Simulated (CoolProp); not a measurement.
A single-stage vapour-compression cycle with tetrahydrofuran: evaporating at 303.15 K (dew point), condensing at 358.15 K (bubble point), superheat 10 K, subcooling 2 K, compressor efficiency 0.75, no pressure losses. Each further row changes one setting.

Model: reference Helmholtz-energy equation of state, Fiedler 2023, in CoolProp.

```
case                              cooling COP  pressure ratio  discharge temperature (K)  refrigerating effect (kJ/kg)  volumetric capacity (kJ/m³)
--------------------------------  -----------  --------------  -------------------------  ----------------------------  ---------------------------
as stated                                3.59            6.75                      392.7                           355                          266
evaporating temperature 308.15 K         4.07            5.49                      389.3                           361                          328
condensing temperature 353.15 K          4.01            5.84                      386.7                           365                          274
subcooling 7 K                           3.69            6.75                      392.7                           365                          274
superheat 20 K                           3.60            6.75                      402.3                           367                          266
compressor efficiency 0.65               3.11            6.75                      402.8                           355                          266
```
